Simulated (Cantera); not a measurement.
An isothermal, constant-pressure homogeneous reactor starts with NH₃ : H₂ = 1 : 0.15 (molar parts), at 1825 K and 750 Torr.

Model: the gas-phase N/H chemistry of the illustrative SiF4/NH3 mechanism in the Surface Chemkin manual (1991), integrated in Cantera. Walls and surfaces, which speed up NH3 decomposition in real reactors, are not modelled.

x: mole fraction; the columns are a selection and need not sum to one.

| t (s) | x NH₃ | x H₂ | x H | x N₂H₄ | x N |
|---|---|---|---|---|---|
| 3.00e-5 | 0.869 | 0.130 | 3.63e-6 | 8.93e-9 | 2.87e-10 |
| 7.08e-5 | 0.869 | 0.131 | 8.32e-6 | 4.85e-8 | 3.73e-9 |
| 0.000167 | 0.869 | 0.131 | 1.72e-5 | 2.09e-7 | 2.88e-8 |
| 0.000395 | 0.868 | 0.131 | 2.41e-5 | 4.08e-7 | 6.93e-8 |
| 0.000931 | 0.866 | 0.133 | 2.51e-5 | 4.28e-7 | 7.45e-8 |
| 0.00220 | 0.861 | 0.137 | 2.59e-5 | 4.24e-7 | 7.55e-8 |
| 0.00519 | 0.848 | 0.146 | 2.76e-5 | 4.14e-7 | 7.77e-8 |
| 0.0122 | 0.820 | 0.166 | 3.18e-5 | 3.94e-7 | 8.22e-8 |
| 0.0289 | 0.759 | 0.211 | 4.11e-5 | 3.52e-7 | 9.00e-8 |
| 0.0682 | 0.641 | 0.298 | 6.09e-5 | 2.77e-7 | 1.00e-7 |
| 0.161 | 0.452 | 0.436 | 9.92e-5 | 1.71e-7 | 1.09e-7 |
| 0.380 | 0.238 | 0.593 | 0.000163 | 6.92e-8 | 1.09e-7 |
| 0.897 | 0.0847 | 0.705 | 0.000251 | 1.47e-8 | 8.77e-8 |
| 2.12 | … | 0.751 | … | … | … |
| 5.00 | 0.00643 | 0.762 | 0.000374 | 1.61e-10 | 1.79e-8 |

Question: Some entries are withheld; supply them.

Answer: 
- 2.12, x NH₃: 0.0227
- 2.12, x H: 0.000334
- 2.12, x N₂H₄: 1.65e-9
- 2.12, x N: 4.68e-8
